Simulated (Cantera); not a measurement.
Mixture: 8.20 % C₂H₄, 17.5 % O₂, 66.1 % N₂, 8.20 % H₂O, equivalence ratio 1.4, at 7500 Torr, adiabatic and at constant volume. Ignition delay is the time to a rise of 400 K.

Model: GRI-Mech 3.0 (53 species, 325 reactions), integrated in Cantera. GRI-Mech 3.0 was tuned for natural gas; its chemistry of ethylene as a main component is partial and can be far from experiment.

### Question
At T0 = 1200 K, what is the delay, and which 7 reactions control it most (d ln τ / d ln k, from doubling and halving each rate constant)?

### Answer
The delay is 0.614 ms.
| reaction | d ln τ / d ln k | faster rate |
|---|---|---|
| C2H3 + O2 <=> CH2CHO + O | -0.98 | shortens it |
| C2H3 + O2 <=> CH2O + HCO | 0.90 | lengthens it |
| H + O2 <=> O + OH | -0.65 | shortens it |
| C2H4 + H <=> C2H3 + H2 | -0.28 | shortens it |
| CH2CO + H (+M) <=> CH2CHO (+M) | 0.26 | lengthens it |
| C2H4 + H (+M) <=> C2H5 (+M) | 0.26 | lengthens it |
| H + O2 + H2O <=> HO2 + H2O | 0.19 | lengthens it |
